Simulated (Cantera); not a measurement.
Equilibrium for chlorosilane synthesis and conversion: SiCl₄ + HCl + H₂

Feed: 1 mol SiCl₄, 3.5 mol HCl, 4 mol H₂, equilibrated at 775 K and 71000 Pa.

These are equilibrium values from Cantera (NASA tables, ideal gas, pure condensed phases), not measurements of a reactor. Candidate condensed phases: Si; 19 gas species. Kinetics and transport are ignored.

* **x(H₂)**: 0.471
* **x(HCl)**: 0.412
* **x(SiCl₄)**: 0.118
* **x(SiHCl₃)**: 8.69e-5
* **gas amount**: 8.500 mol
* **log10 activity of Si(s) (absent)**: -10.87
